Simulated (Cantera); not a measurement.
A Cantera script and its output.

```python
import numpy as np
import cantera as ct

gas = ct.Solution("gri30.yaml")
gas.TPX = 1225, 77000, {'CH4': 1, 'H2': 0.14, 'O2': 1.88, 'N2': 7.08}
reactor = ct.IdealGasConstPressureReactor(gas, energy="on", clone=False)
net = ct.ReactorNet([reactor])
net.rtol, net.atol = 1e-08, 1e-16
show = ['CH4', 'H2', 'O2', 'C2H2', 'H', 'NO', 'HCO']
times = np.geomspace(1e-06, 0.8, 16)

steps = ct.SolutionArray(gas, extra=["t"])
rows = []
print(f"{'t/s':>10s}{'T/K':>9s}{'P/Pa':>11s}" + "".join(f"{s:>11s}" for s in show))
for t in times:
    while net.time < t:
        t_next = net.step()
        steps.append(gas.state, t=t_next)
    rows.append([np.interp(t, steps.t, y) for y in (steps.T, steps.P, *steps(*show).X.T)])
    print(f"{t:10.3e}{rows[-1][0]:9.1f}{rows[-1][1]:11.4g}" + "".join(f"{x:11.3e}" for x in rows[-1][2:]))
rate = np.gradient(steps.T, steps.t)
print("integrator steps:", len(steps.t))
if steps.T.max() > steps.T[0] + 200:
    print(f"time of steepest temperature rise: {steps.t[rate.argmax()]:.4e} s")
gas.TPX = 1225, 77000, {'CH4': 1, 'H2': 0.14, 'O2': 1.88, 'N2': 7.08}
gas.equilibrate("HP")
print(f"equilibrium (HP): T = {gas.T:.1f} K  " + "  ".join(f"{s} {gas[s].X[0]:.3e}" for s in show))
```

Output:

```
       t/s      T/K       P/Pa        CH4         H2         O2       C2H2          H         NO        HCO
 1.000e-06   1225.0    7.7e+04  9.901e-02  1.386e-02  1.861e-01  2.167e-28  1.610e-10  1.760e-22  2.531e-19
 2.475e-06   1225.0    7.7e+04  9.901e-02  1.386e-02  1.861e-01  2.007e-26  2.558e-10  1.810e-21  1.843e-18
 6.125e-06   1225.0    7.7e+04  9.901e-02  1.386e-02  1.861e-01  1.843e-24  3.239e-10  1.159e-20  1.303e-17
 1.516e-05   1225.0    7.7e+04  9.901e-02  1.386e-02  1.861e-01  1.445e-22  4.027e-10  4.671e-20  8.880e-17
 3.751e-05   1225.0    7.7e+04  9.901e-02  1.386e-02  1.861e-01  8.835e-21  6.022e-10  1.712e-19  5.940e-16
 9.283e-05   1225.0    7.7e+04  9.901e-02  1.386e-02  1.861e-01  4.760e-19  1.185e-09  7.366e-19  4.159e-15
 2.297e-04   1225.0    7.7e+04  9.901e-02  1.386e-02  1.861e-01  3.013e-17  3.351e-09  4.337e-18  3.530e-14
 5.686e-04   1225.0    7.7e+04  9.901e-02  1.386e-02  1.861e-01  4.551e-15  1.737e-08  4.594e-17  6.019e-13
 1.407e-03   1225.2    7.7e+04  9.894e-02  1.384e-02  1.861e-01  1.155e-11  2.003e-07  2.488e-15  8.081e-11
 3.482e-03   1228.6    7.7e+04  9.831e-02  1.371e-02  1.857e-01  4.517e-09  3.917e-07  5.157e-14  1.570e-09
 8.618e-03   1249.0    7.7e+04  9.473e-02  1.366e-02  1.832e-01  3.358e-07  1.001e-06  4.390e-13  2.066e-08
 2.133e-02   2638.4    7.7e+04  2.897e-15  2.251e-02  9.524e-03  2.415e-18  7.714e-03  5.211e-03  3.069e-08
 5.278e-02   2637.4    7.7e+04  2.933e-15  2.257e-02  9.390e-03  2.437e-18  7.694e-03  5.663e-03  3.069e-08
 1.306e-01   2637.4    7.7e+04  2.933e-15  2.257e-02  9.390e-03  2.437e-18  7.694e-03  5.663e-03  3.069e-08
 3.233e-01   2637.4    7.7e+04  2.933e-15  2.257e-02  9.390e-03  2.437e-18  7.694e-03  5.663e-03  3.069e-08
 8.000e-01   2637.4    7.7e+04  2.933e-15  2.257e-02  9.390e-03  2.437e-18  7.694e-03  5.663e-03  3.069e-08
integrator steps: 2257
time of steepest temperature rise: 1.2159e-02 s
equilibrium (HP): T = 2637.4 K  CH4 3.741e-15  H2 2.257e-02  O2 9.390e-03  C2H2 2.610e-18  H 7.694e-03  NO 5.663e-03  HCO 3.069e-08
```

Cantera simulation using GRI-Mech 3.0 (53 species, 325 reactions); the numbers are that mechanism's predictions, not measurements.
